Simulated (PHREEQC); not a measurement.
Metal-bearing waste water: an equilibrium model

A solution holds 0.074 mol/kgw FeSO4, 0.0034 mol/kgw NiCl2, 0.024 mol/kgw HCl and 0.00065 mol/kgw Na2SO4, at 25 °C. Closed to the air; pH follows from the charge balance.

Model: ion-association model, wateq4f.dat, run in PHREEQC.

Each row changes one thing in this solution. This is a speciation only: nothing precipitates in the calculation.

```tsv
case	pH	ionic strength (mol/kgw)	Fe+2 (mol/kgw)	SO4-2 (mol/kgw)	FeSO4 (mol/kgw)	HSO4- (mol/kgw)	SI of Melanterite (FeSO4:7H2O)	SI of Morenosite (NiSO4:7H2O)
as made	2.07	0.191	0.0454	0.0340	0.0259	0.0114	-1.62	-2.82
NiCl2 from 0.0034 to 0.00374 mol/kgw	2.07	0.192	0.0455	0.0340	0.0259	0.0114	-1.62	-2.78
FeSO4 from 0.074 to 0.111 mol/kgw	2.17	0.262	0.0638	0.0511	0.0436	0.0126	-1.39	-2.76
temperature from 25 to 15 °C	2.04	0.200	0.0473	0.0366	0.0241	0.0107	-1.44	-2.71
NiCl2 from 0.0034 to 0.00034 mol/kgw	2.08	0.184	0.0449	0.0343	0.0266	0.0115	-1.61	-3.81
Na2SO4 left out	2.07	0.190	0.0456	0.0336	0.0258	0.0113	-1.62	-2.83
diluted 5-fold with water	2.55	0.0463	0.0107	0.00920	0.00400	0.00144	-2.44	-3.65
```
